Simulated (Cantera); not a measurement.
An isothermal, constant-pressure homogeneous reactor starts with 57.1 % CH₄, 42.9 % H₂O, at 1548 K and 7.30 bar.

Cantera simulation using GRI-Mech 3.0 (53 species, 325 reactions); the numbers are that mechanism's predictions, not measurements. GRI-Mech 3.0 stops at C3 and has no aromatics, soot or wall deposition, so with more carbon than oxygen in the feed, carbon stays in small species such as C2H2 where larger ones or solid carbon would form.

x: mole fraction; the columns are a selection and need not sum to one.

```csv
t (s),x CH₄,x H₂O,x CO,x OH,x H
0.000700,0.563,0.428,5.60e-6,?,1.85e-7
0.00252,0.537,0.423,8.14e-5,?,6.54e-7
0.00910,0.458,0.402,0.000443,?,1.89e-6
0.0328,0.319,0.363,0.00220,2.08e-7,4.04e-6
0.118,0.216,0.325,0.00972,2.11e-7,6.54e-6
0.427,0.214,0.281,0.0320,?,7.03e-6
1.54,0.208,0.206,0.0780,?,7.58e-6
5.55,0.178,0.125,0.136,?,8.29e-6
20.0,0.134,0.0614,0.184,?,8.91e-6
```

Question: Some entries are withheld; supply them.

Answer: 
- 0.000700, x OH: 2.55e-7
- 0.00252, x OH: 2.81e-7
- 0.00910, x OH: 2.40e-7
- 0.427, x OH: 1.76e-7
- 1.54, x OH: 1.19e-7
- 5.55, x OH: 6.60e-8
- 20.0, x OH: 3.02e-8
